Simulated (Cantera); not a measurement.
Charge: 1 mol MgCl2, 2.8 mol O2, 8.5 mol N2, at 0.00728 Torr.

Method: chemical equilibrium by Gibbs-energy minimisation in Cantera with the NASA 1993 tables (ideal gas, pure condensed phases). Candidate condensed phases: Mg, MgCl2, MgO; 18 gas species. The numbers say what is thermodynamically allowed, not how fast it happens.

Q: Which condensed phases are stable at each of these points (T (°C)): 1327, 1377, 1427, 1477, 1527, 1577, 1627, 1677, 1727, 1777, 1827, 1877, 1927?

A: 
| T (°C) | condensed phases | Mg condensed (%) |
|---|---|---|
| 1327 | MgO(s) | 92.1 |
| 1377 | MgO(s) | 92.9 |
| 1427 | MgO(s) | 93.4 |
| 1477 | MgO(s) | 93.3 |
| 1527 | MgO(s) | 91.0 |
| 1577 | MgO(s) | 81.4 |
| 1627 | MgO(s) | 45.4 |
| 1677 | gas only | 0.0 |
| 1727 | gas only | 0.0 |
| 1777 | gas only | 0.0 |
| 1827 | gas only | 0.0 |
| 1877 | gas only | 0.0 |
| 1927 | gas only | 0.0 |

From 1327 °C to 1627 °C the condensed part is MgO(s). From 1677 °C to 1927 °C nothing is condensed.
